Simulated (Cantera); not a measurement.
Cantera run, input and output.

```python
import numpy as np
import cantera as ct

gas = ct.Solution("gri30.yaml")
gas.TPX = 925, 13332, {'H2': 1.6, 'O2': 1, 'N2': 19}
inlet = ct.Reservoir(gas, clone=True)

reactor = ct.IdealGasConstPressureReactor(gas, energy="off", clone=False)
exhaust = ct.Reservoir(gas, clone=True)
tau = [6.6, 2.5, 0.97, 0.37, 0.14, 0.055, 0.021, 0.0082][0]
for a, b in ((inlet, reactor), (reactor, exhaust)):
    ct.MassFlowController(a, b, mdot=lambda t: reactor.mass / tau)
net = ct.ReactorNet([reactor])
show = ['H2', 'O2', 'H', 'OH', 'H2O2']

rows = []
print(f"{'tau/s':>10s}{'T/K':>9s}" + "".join(f"{s:>11s}" for s in show))
for tau in [6.6, 2.5, 0.97, 0.37, 0.14, 0.055, 0.021, 0.0082]:
    net.initial_time = 0.0
    net.advance(30 * tau)
    before = gas.X
    net.advance(40 * tau)
    drift = np.max(np.abs(gas.X - before) / (gas.X + 1e-9))
    rows.append([gas.T, *gas[show].X, drift])
    print(f"{tau:10.3e}{gas.T:9.1f}" + "".join(f"{x:11.3e}" for x in gas[show].X))
```

Output:

```
     tau/s      T/K         H2         O2          H         OH       H2O2
 6.600e+00    925.0  4.164e-04  9.814e-03  1.979e-05  2.037e-05  1.273e-07
 2.500e+00    925.0  7.352e-04  9.971e-03  5.110e-05  2.990e-05  1.278e-07
 9.700e-01    925.0  1.263e-03  1.024e-02  1.269e-04  4.370e-05  1.253e-07
 3.700e-01    925.0  2.163e-03  1.071e-02  3.119e-04  6.443e-05  1.216e-07
 1.400e-01    925.0  3.683e-03  1.152e-02  7.394e-04  9.474e-05  1.179e-07
 5.500e-02    925.0  6.086e-03  1.287e-02  1.592e-03  1.352e-04  1.153e-07
 2.100e-02    925.0  1.009e-02  1.516e-02  3.204e-03  1.901e-04  1.146e-07
 8.200e-03    925.0  1.629e-02  1.871e-02  5.657e-03  2.548e-04  1.155e-07
```

Detailed kinetics in Cantera: GRI-Mech 3.0 (53 species, 325 reactions). Radical loss at walls, strong at low pressure, is not modelled. Below about 950 K walls govern HO2 and H2O2 in real vessels. The temperature is held fixed by assumption; the heat of reaction is taken as removed at once.
